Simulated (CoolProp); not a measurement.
Vapour-liquid equilibrium of R134a (1) + R123 (2) at 325.2 K; x and y are mole fractions of (1).

The numbers come from the multi-fluid Helmholtz-energy mixture model, Tillner-Roth 1994 and Younglove 1994; pair parameters Bell 2016 in CoolProp.

```csv
x,bubble pressure (kPa),y at the bubble point,dew pressure at overall composition x (kPa),liquid density (mol/L)
0.05,293.4,0.249,237.1,9.185
0.125,392.7,0.465,255.6,9.307
0.2,489.3,0.593,277.1,9.429
0.275,582.4,0.678,302.5,9.551
0.35,671.7,0.738,332.8,9.673
0.425,757.4,0.785,369.7,9.794
0.5,839.8,0.822,415.4,9.914
0.575,919.8,0.854,473.3,10.03
0.65,998.4,0.882,548.8,10.15
0.725,1077,0.907,650.0,10.27
0.8,1157,0.932,789.1,10.39
0.875,1239,0.956,979.1,10.51
0.95,1326,0.982,1217,10.63
```

No azeotrope shows between x = 0.05 and 0.95.

Pair parameters are fitted to limited data, so mixtures are less certain than the pure fluids.
